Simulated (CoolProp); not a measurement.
Vapour-liquid equilibrium of n-pentane (1) + acetone (2) at 0.093 MPa; x and y are mole fractions of (1).

The numbers come from the multi-fluid Helmholtz-energy mixture model, Thol 2019 and Lemmon 2006; pair parameters Bell 2016 in CoolProp.

**Question.** Give the bubble temperature and the first vapour's composition at x = 0.65, 0.85, 0.95. Is there an azeotrope?

**Answer.** x = 0.65: 303.4 K, y = 0.710; x = 0.85: 303.6 K, y = 0.795; x = 0.95: 305.1 K, y = 0.903. y crosses x between x = 0.65 and 0.75: the model has an azeotrope there.

Pair parameters are fitted to limited data, so mixtures are less certain than the pure fluids.
